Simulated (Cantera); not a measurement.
NO annealing gas

An isothermal, constant-pressure homogeneous reactor starts with NO : N2 = 1 : 0.28 (molar parts), at 1548 K and 0.320 bar.

Computed with Cantera and GRI-Mech 3.0 (53 species, 325 reactions).

```tsv
t (s)	x NO	x O2	x O	x N2O	x N2
2.00e-5	0.781	1.34e-11	5.58e-8	6.54e-8	0.219
6.44e-5	0.781	1.14e-10	1.31e-7	2.11e-7	0.219
0.000207	0.781	7.54e-10	1.95e-7	6.77e-7	0.219
0.000668	0.781	4.12e-9	2.08e-7	2.17e-6	0.219
0.00215	0.781	2.67e-8	2.27e-7	6.91e-6	0.219
0.00692	0.781	2.52e-7	2.87e-7	2.15e-5	0.219
0.0223	0.781	3.60e-6	4.70e-7	6.15e-5	0.219
0.0718	0.781	6.02e-5	8.58e-7	0.000140	0.219
0.231	0.780	0.000509	1.10e-6	0.000200	0.219
0.744	0.776	0.00216	1.25e-6	0.000203	0.221
2.40	0.766	0.00740	1.61e-6	0.000197	0.226
7.72	0.733	0.0235	2.37e-6	0.000180	0.243
24.8	0.645	0.0675	3.71e-6	0.000137	0.287
80.0	0.462	0.159	5.51e-6	6.94e-5	0.378
```
x: mole fraction; the columns are a selection and need not sum to one.

Equilibrium at this temperature and pressure: NO 0.00185, O2 0.390, O 8.47e-6, N2O 5.56e-8, N2 0.608 (gas phase only).
